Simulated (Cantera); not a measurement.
Standard-state values (1 bar) from the NASA 1993 polynomials, evaluated with Cantera. Values are per mole of reaction as written; species without (g) are pure solids or liquids, kept so even where they would boil at 1 bar.

2 OH(g) + 2 Al(g) = Al₂O(g) + H₂O(g), with ΔH° = -1125.1 kJ and ΔS° = -255.5 J/K at 300 K.

Question: How far is the shortcut ΔG° ≈ ΔH°(300 K) − T·ΔS°(300 K) from the full temperature-dependent value at 1623, 1723, 1823, 1923, 2023, 2123, 2223, 2323, 2423 K?

Answer: 
```csv
T (K),shortcut (kJ),full (kJ),difference (kJ),difference in log10 K
1623,-710.4,-699.3,-11.1,0.36
1723,-684.9,-672.8,-12.0,0.36
1823,-659.3,-646.4,-12.9,0.37
1923,-633.7,-619.9,-13.8,0.38
2023,-608.2,-593.5,-14.7,0.38
2123,-582.6,-567.0,-15.6,0.38
2223,-557.1,-540.6,-16.5,0.39
2323,-531.5,-514.2,-17.4,0.39
2423,-506.0,-487.8,-18.2,0.39
```
The shortcut ignores the heat-capacity change of the reaction.
